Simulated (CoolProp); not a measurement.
A Linde-Hampson liquefier for ethylene: isothermal reversible compression at 320 K from 1 atm to 15 MPa, throttling to 1 atm, return gas leaving the recuperator 0 K below the feed. Each further row changes one setting.

Values from CoolProp's reference Helmholtz-energy equation of state, Smukala 2000.

| case | liquid yield per pass | compression work (kJ/kg of gas) |
|---|---|---|
| as stated | 0.395 | 404 |
| high pressure 30 MPa | 0.429 | 444 |
| warm-end temperature 350 K | 0.291 | 465 |
| warm-end gap 5 K | 0.388 | 404 |
